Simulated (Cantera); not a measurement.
# Thermodynamics of silicon nitride deposition, feed SiH4 + N2

A closed system holds: 1 mol SiH4, 3.5 mol N2, at 0.0630 Torr.

These are equilibrium values from Cantera (NASA tables, ideal gas, pure condensed phases), not measurements of a reactor. Candidate condensed phases: Si, Si3N4; 18 gas species. The tables' values for SiN are old estimates; treat these amounts as uncertain. Gases not in the tables: Si2H6 and higher silanes. Equilibrium is a limit: real reactors are often held back by kinetics, nucleation or transport.

From 1325 °C to 1400 °C the condensed part is Si(s). From 1425 °C to 1550 °C the condensed part is Si(l). The main Si-bearing gas is Si throughout. The share of Si in condensed phases is highest at 1325 °C (99.4 %) and lowest at 1550 °C (67.9 %).

```json
[
 {"T (°C)": "1325", "x N2": "0.635", "x H2": "0.361", "x Si": "0.00111", "x H": "0.00349", "n Si(s)": "0.994", "n Si(l)": "0"},
 {"T (°C)": "1350", "x N2": "0.634", "x H2": "0.360", "x Si": "0.00186", "x H": "0.00452", "n Si(s)": "0.989", "n Si(l)": "0"},
 {"T (°C)": "1375", "x N2": "0.633", "x H2": "0.359", "x Si": "0.00307", "x H": "0.00582", "n Si(s)": "0.982", "n Si(l)": "0"},
 {"T (°C)": "1400", "x N2": "0.631", "x H2": "0.357", "x Si": "0.00497", "x H": "0.00742", "n Si(s)": "0.971", "n Si(l)": "0"},
 {"T (°C)": "1425", "x N2": "0.628", "x H2": "0.354", "x Si": "0.00782", "x H": "0.00939", "n Si(s)": "0", "n Si(l)": "0.955"},
 {"T (°C)": "1450", "x N2": "0.625", "x H2": "0.351", "x Si": "0.0117", "x H": "0.0118", "n Si(s)": "0", "n Si(l)": "0.932"},
 {"T (°C)": "1475", "x N2": "0.620", "x H2": "0.347", "x Si": "0.0173", "x H": "0.0147", "n Si(s)": "0", "n Si(l)": "0.899"},
 {"T (°C)": "1500", "x N2": "0.614", "x H2": "0.342", "x Si": "0.0254", "x H": "0.0181", "n Si(s)": "0", "n Si(l)": "0.850"},
 {"T (°C)": "1525", "x N2": "0.605", "x H2": "0.335", "x Si": "0.0367", "x H": "0.0222", "n Si(s)": "0", "n Si(l)": "0.780"},
 {"T (°C)": "1550", "x N2": "0.594", "x H2": "0.326", "x Si": "0.0526", "x H": "0.0270", "n Si(s)": "0", "n Si(l)": "0.679"}
]
```
x: gas mole fraction; n: condensed amount in mol.
